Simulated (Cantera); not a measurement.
A Cantera script and what it prints.

```python
import numpy as np
import cantera as ct

gas_names = """
    B BF BF2 BF3 BH BHF2 BH2 BH3 BO BOF BOF2 BO2 B2 B2O B2O2 B2O3 B3O3F3 B3O3H3 F FO FO2 F2 F2O H HBO
    HBO2 HF HOF HO2 H2 H2F2 H2O H2O2 H3B3O6 H3F3 H4F4 H5F5 H6F6 H7F7 O OH O2 O3
""".split()
cond_names = """
    B(b) B(L) B2O3(L) B3O3H3(cr) H2O(s) H2O(L)
""".split()


# ... load() reads the species with a 1 bar reference pressure and builds the phases ...
atoms = {
    'BF3': {'B': 1, 'F': 3},
    'H2O': {'H': 2, 'O': 1},
}
top_T = {}  # K; cautious upper limits of use, not melting points


# ... equilibrate(T, P, feed) seeds the gas with the atoms and calls Mixture.equilibrate('TP', solver="vcs", rtol=1e-11, max_steps=5000) ...
results = []
T = 873.15  # K
P = 13332.2  # Pa
for m in [0.073, 0.13, 0.22, 0.37, 0.64, 1.1, 1.9]:
    feed = {'BF3': 1, 'H2O': m}  # mol
    mix = equilibrate(T, P, feed)
    results.append((T, P, feed, dict(zip(mix.species_names, mix.species_moles))))

top = {s: max(r[3][s] / sum(r[3][g] for g in gas_names) for r in results) for s in gas_names}
cols = sorted((s for s in top if top[s] > 0.0001), key=lambda s: -top[s])[:6]
seen = [c for c in cond_names if any(r[3].get(c, 0) > 1e-12 for r in results)]
print("log10 of partial pressures in bar; condensed amounts in mol")
print(f"{'n(H2O)':>10s}" + "".join(f"{s[:9]:>10s}" for s in cols + seen))
for T, P, feed, n in results:
    ng = sum(n[g] for g in gas_names)
    print(f"{feed['H2O']:10.4g}" + "".join(f"{np.log10(max(n[s] / ng * P / 1e5, 1e-99)):10.3f}" for s in cols)
          + "".join(f"{n.get(c, 0):10.4g}" for c in seen))
```

Output:

```
log10 of partial pressures in bar; condensed amounts in mol
    n(H2O)       BF3       H2O        HF    B3O3F3    H3B3O6
     0.073    -0.932    -2.468    -1.955    -2.734    -6.035
      0.13    -0.966    -2.124    -1.822    -2.602    -5.270
      0.22    -1.012    -1.853    -1.725    -2.508    -4.653
      0.37    -1.077    -1.623    -1.654    -2.446    -4.116
      0.64    -1.175    -1.423    -1.606    -2.423    -3.635
       1.1    -1.306    -1.268    -1.588    -2.458    -3.260
       1.9    -1.475    -1.151    -1.596    -2.567    -2.994
```

Equilibrium computed with Cantera from the NASA thermochemical tables; the gas is ideal and each condensed phase is pure.
